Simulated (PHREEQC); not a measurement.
**Spent oxide etchant**

Make-up at 20 °C: 0.73 mol/kgw HF, 0.0043 mol/kgw (NH4)2SiF6 and 0.047 mol/kgw H3PO4. Closed to the air; pH follows from the charge balance.

Equilibrium calculation in PHREEQC: ion-association model, phreeqc.dat.

No solid was allowed to form.

Estimate the pH, density.

pH 1.34; density 1.007 g/cm³.

In which forms is P present?

H3PO4 83 %, H2PO4- 17 % of the P.

Complexes and solids missing from the database can't appear. SiF6-2 is the database's only silicon fluoride.
